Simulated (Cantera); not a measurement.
Charge: 1 mol AlCl3, 3.6 mol N2O, 8.4 mol N2, equilibrated at 13300 Pa.

Equilibrium computed with Cantera from the NASA thermochemical tables; the gas is ideal and each condensed phase is pure. Candidate condensed phases: Al, AlCl3, AlN, Al2O3; 24 gas species. Equilibrium is a limit: real reactors are often held back by kinetics, nucleation or transport.

x: gas mole fraction; n: condensed amount in mol.

| T (K) | x N2 | x Cl | x Cl2 | x O2 | n Al2O3(s) |
|---|---|---|---|---|---|
| 1525 | 0.803 | 0.0515 | 0.0744 | 0.0699 | 0.499 |
| 1575 | 0.797 | 0.0665 | 0.0660 | 0.0693 | 0.498 |
| 1625 | 0.790 | 0.0830 | 0.0568 | 0.0687 | 0.498 |
| 1675 | 0.783 | 0.100 | 0.0472 | 0.0680 | 0.497 |
| 1725 | 0.776 | (withheld) | (withheld) | 0.0673 | 0.496 |
| 1775 | 0.769 | 0.132 | 0.0295 | 0.0666 | 0.496 |
| 1825 | 0.764 | 0.145 | 0.0222 | 0.0659 | 0.496 |
| 1875 | 0.759 | 0.156 | 0.0164 | 0.0653 | 0.496 |
| 1925 | 0.755 | 0.164 | 0.0119 | 0.0647 | 0.496 |
| 1975 | 0.752 | 0.170 | 0.00858 | 0.0641 | 0.496 |
| 2025 | 0.750 | 0.174 | 0.00617 | 0.0635 | 0.497 |
| 2075 | 0.749 | 0.178 | (withheld) | 0.0630 | 0.497 |
| 2125 | 0.747 | 0.180 | 0.00322 | 0.0624 | 0.497 |

**Question.** Complete the blanks.

**Answer.** 
- 2075, x Cl2: 0.00444
- 1725, x Cl: 0.117
- 1725, x Cl2: 0.0379
